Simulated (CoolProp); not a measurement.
Vapour-liquid equilibrium of ethylene (1) + propane (2) at -104.15 °C; x and y are mole fractions of (1).

Model: multi-fluid Helmholtz-energy mixture model, Smukala 2000 and Lemmon 2009; pair parameters Bell 2016, in CoolProp.

Give the bubble pressure and the first vapour's composition at x = 0.35, 0.65, 0.95. Is there an azeotrope?

x = 0.35: 40.97 kPa, y = 0.966; x = 0.65: 68.26 kPa, y = 0.988; x = 0.95: 94.25 kPa, y = 0.998. No azeotrope shows between x = 0.05 and 0.95.

The pair parameters rest on a limited set of measurements; away from them the model extrapolates.
